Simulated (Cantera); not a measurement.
Gas-phase reforming

An isothermal, constant-pressure homogeneous reactor starts with 51.5 % CH4, 48.5 % H2O, at 2000 K and 29000 Pa.

Model: GRI-Mech 3.0 (53 species, 325 reactions), integrated in Cantera.

```json
[
 {"t (s)": "0.000400", "x CH4": "0.121", "x H2O": "0.352", "x CH2CO": "0.000203", "x C2H2": "0.118", "x C2H4": "0.00507", "x O": "1.19e-7", "x CO2": "0.000124"},
 {"t (s)": "0.00139", "x CH4": "0.0390", "x H2O": "0.306", "x CH2CO": "0.000210", "x C2H2": "0.142", "x C2H4": "0.000660", "x O": "1.14e-7", "x CO2": "0.00101"},
 {"t (s)": "0.00480", "x CH4": "0.0167", "x H2O": "0.248", "x CH2CO": "0.000152", "x C2H2": "0.127", "x C2H4": "0.000239", "x O": "1.18e-7", "x CO2": "0.00419"},
 {"t (s)": "0.0167", "x CH4": "0.0117", "x H2O": "0.161", "x CH2CO": "6.58e-5", "x C2H2": "0.0861", "x C2H4": "0.000148", "x O": "8.63e-8", "x CO2": "0.00626"},
 {"t (s)": "0.0577", "x CH4": "0.00653", "x H2O": "0.0757", "x CH2CO": "1.65e-5", "x C2H2": "0.0448", "x C2H4": "7.18e-5", "x O": "4.88e-8", "x CO2": "0.00431"},
 {"t (s)": "0.200", "x CH4": "0.00272", "x H2O": "0.0249", "x CH2CO": "2.64e-6", "x C2H2": "0.0197", "x C2H4": "2.98e-5", "x O": "1.89e-8", "x CO2": "0.00165"},
 {"t (s)": "0.693", "x CH4": "0.000928", "x H2O": "0.00474", "x CH2CO": "3.34e-7", "x C2H2": "0.00979", "x C2H4": "1.44e-5", "x O": "3.89e-9", "x CO2": "0.000332"},
 {"t (s)": "2.40", "x CH4": "0.000295", "x H2O": "0.000158", "x CH2CO": "4.19e-8", "x C2H2": "0.00764", "x C2H4": "1.11e-5", "x O": "1.32e-10", "x CO2": "1.12e-5"},
 {"t (s)": "8.33", "x CH4": "0.000249", "x H2O": "1.67e-6", "x CH2CO": "3.05e-8", "x C2H2": "0.00758", "x C2H4": "1.10e-5", "x O": "1.50e-12", "x CO2": "1.18e-7"},
 {"t (s)": "28.9", "x CH4": "0.000249", "x H2O": "1.66e-6", "x CH2CO": "3.05e-8", "x C2H2": "0.00758", "x C2H4": "1.10e-5", "x O": "1.50e-12", "x CO2": "1.18e-7"},
 {"t (s)": "100", "x CH4": "0.000249", "x H2O": "1.66e-6", "x CH2CO": "3.05e-8", "x C2H2": "0.00758", "x C2H4": "1.10e-5", "x O": "1.50e-12", "x CO2": "1.18e-7"}
]
```
x: mole fraction; the columns are a selection and need not sum to one.

Equilibrium at this temperature and pressure: CH4 0.000249, H2O 1.67e-6, CH2CO 3.05e-8, C2H2 0.00758, C2H4 1.10e-5, O 1.51e-12, CO2 1.18e-7 (gas phase only).
